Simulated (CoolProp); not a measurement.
Vapour-liquid equilibrium of isobutane (1) + isobutene (2) at -51.25 °C; x and y are mole fractions of (1).

Model: multi-fluid Helmholtz-energy mixture model, Bücker 2006 and Lemmon 2005; pair parameters Bell 2016, in CoolProp.

| x | bubble pressure, mixture model (kPa) | bubble pressure, Raoult's law (kPa) | y, mixture model | y, Raoult's law |
|---|---|---|---|---|
| 0.05 | 12.20 | 12.12 | 0.070 | 0.065 |
| 0.125 | 12.57 | 12.40 | 0.167 | 0.158 |
| 0.2 | 12.91 | 12.68 | 0.257 | 0.247 |
| 0.275 | 13.24 | 12.96 | 0.341 | 0.332 |
| 0.35 | 13.55 | 13.23 | 0.419 | 0.414 |
| 0.425 | 13.84 | 13.51 | 0.494 | 0.492 |
| 0.5 | 14.11 | 13.79 | 0.566 | 0.567 |
| 0.575 | 14.38 | 14.07 | 0.635 | 0.639 |
| 0.65 | 14.63 | 14.35 | 0.702 | 0.709 |
| 0.725 | 14.86 | 14.63 | 0.768 | 0.776 |
| 0.8 | 15.09 | 14.90 | 0.832 | 0.840 |
| 0.875 | 15.31 | 15.18 | 0.895 | 0.902 |
| 0.95 | 15.51 | 15.46 | 0.958 | 0.961 |

The largest gap from Raoult's law is +2.4 % in bubble pressure, at x = 0.425. No azeotrope shows between x = 0.05 and 0.95.

Pair parameters are fitted to limited data, so mixtures are less certain than the pure fluids.
